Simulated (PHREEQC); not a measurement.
**Buffer**

Dissolve 0.0034 mol/kgw H3BO3 and 0.00039 mol/kgw Na2HPO4 at 55 °C. Closed to the air; pH follows from the charge balance.

All values are PHREEQC results (ion-association model, phreeqc.dat), not measurements.

| Property | Result |
|---|---|
| pH | 7.51 |
| ionic strength | 0.00106 mol/kgw |
| total alkalinity | 0.390 meq/kg |

| species | molality | activity | log γ |
|---|---|---|---|
| H3BO3 | 0.00330 | 0.00330 | 0.000 |
| Na+ | 0.000780 | 0.000750 | -0.017 |
| HPO4-2 | 0.000282 | 0.000242 | -0.067 |
| H2PO4- | 0.000107 | 0.000103 | -0.017 |
| H2BO3- | 0.000105 | 0.000101 | -0.017 |
| OH- | 2.46e-6 | 2.37e-6 | -0.017 |
| NaHPO4- | 3.68e-7 | 3.54e-7 | -0.017 |
| H+ | 3.21e-8 | 3.09e-8 | -0.016 |

This is a speciation only: nothing precipitates in the calculation. At this temperature some constants are extrapolated from 25 °C, and those without enthalpy data are left unchanged.
